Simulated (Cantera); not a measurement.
## Diamond growth

A diamond (100) surface in a fixed gas of H2 with x(CH4) = 0.026, x(H) = 0.023, x(CH3) = 0.00086, 0.0100 bar; coverages are run to steady state.

Model: the Harris–Goodwin 1993 mechanism for the reconstructed diamond (100) surface, integrated in Cantera.

| T (K) | growth (µm/h) | θ c6HH | θ c6H* | θ c6*H | θ c6** | θ c6HM |
|---|---|---|---|---|---|---|
| 925 | 3.00 | 0.645 | 0.0118 | 0.304 | 0.00525 | 0.0271 |
| 1000 | 4.27 | 0.581 | 0.0179 | 0.365 | 0.00947 | 0.0191 |
| 1075 | 4.99 | 0.522 | 0.0250 | 0.419 | 0.0156 | 0.0120 |
| 1150 | 4.02 | 0.469 | 0.0329 | 0.465 | 0.0238 | 0.00539 |
| 1225 | 2.46 | 0.421 | 0.0411 | 0.501 | 0.0342 | 0.00162 |
| 1300 | 1.87 | 0.377 | 0.0493 | 0.526 | 0.0464 | 0.000410 |
| 1375 | 1.86 | 0.339 | 0.0572 | 0.543 | 0.0603 | 0.000102 |
θ: site fractions in the mechanism's names (c6HH fully hydrogenated, c6H* and c6*H radical sites, c6** diradical, c6HM methylated).
